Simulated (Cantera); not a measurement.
Cantera run:

```python
import numpy as np
import cantera as ct

gas_names = """
    B BH BH2 BH3 BO BO2 B2 B2O B2O2 B2O3 B3O3H3 H HBO HBO2 HO2 H2 H2O H2O2 H3B3O6 O OH O2 O3
""".split()
cond_names = """
    B(b) B(L) B2O3(L) B3O3H3(cr) H2O(s) H2O(L)
""".split()


def load(file, names, dense=False):
    # The tables refer to 1 bar. Condensed volumes are neglected.
    table = {s.name: s for s in ct.Species.list_from_file(file)}
    out = []
    for n in names:
        d = dict(table[n].input_data)
        d["thermo"] = dict(d["thermo"], **{"reference-pressure": 1e5})
        if dense:
            d["equation-of-state"] = {"model": "constant-volume", "density": "1e6 g/cm^3"}
        out.append(ct.Species.from_dict(d))
    return out


gas = ct.Solution(thermo="ideal-gas", species=load("nasa_gas.yaml", gas_names))
cond = {s.name: ct.Solution(thermo="fixed-stoichiometry", species=[s], name=s.name)
        for s in load("nasa_condensed.yaml", cond_names, dense=True)}
atoms = {
    'B2O3': {'B': 2, 'O': 3},
    'H2O': {'H': 2, 'O': 1},
}
top_T = {}  # K; cautious upper limits of use, not melting points


def equilibrate(T, P, feed):
    n = {}
    for name, mol in feed.items():
        for a, k in atoms[name].items():
            n[a] = n.get(a, 0.0) + k * mol
    gas.TPX = T, P, n
    mass = sum(n.values()) * gas.mean_molecular_weight
    gas.equilibrate("TP")
    valid = [c for c in cond.values() if c.min_temp <= T <= top_T.get(c.name, c.max_temp)]
    mix = ct.Mixture([(gas, mass / gas.mean_molecular_weight)] + [(c, 0.0) for c in valid])
    mix.T, mix.P = T, P
    mix.equilibrate("TP", solver="vcs", rtol=1e-11, max_steps=5000)
    return mix


results = []
feed = {'B2O3': 1, 'H2O': 1}  # mol
T = 1950  # K
P = 710  # Pa
mix = equilibrate(T, P, feed)
results.append((T, P, feed, dict(zip(mix.species_names, mix.species_moles))))
x = sorted(zip(gas.X, gas.species_names), reverse=True)
print(f"T = {T:g} K  P = {P:g} Pa  gas = {mix.phase_moles(0):.4g} mol")
print("   x: " + "  ".join(f"{s} {v:.3e}" for v, s in x if v > 1e-05))
print("   condensed (mol): " + ("  ".join(f"{mix.phase(i).name} {mix.phase_moles(i):.4g}"
      for i in range(1, mix.n_phases) if mix.phase_moles(i) > 1e-12) or "none"))
```

Output:

```
T = 1950 K  P = 710 Pa  gas = 2.018 mol
   x: HBO2 6.015e-01  B2O3 1.899e-01  H2O 1.835e-01  H2 9.313e-03  BO2 9.310e-03  OH 2.350e-03  O2 2.098e-03  H 1.313e-03  BO 3.047e-04  O 2.454e-04  HBO 1.419e-04
   condensed (mol): none
```

Method: chemical equilibrium by Gibbs-energy minimisation in Cantera with the NASA 1993 tables (ideal gas, pure condensed phases).
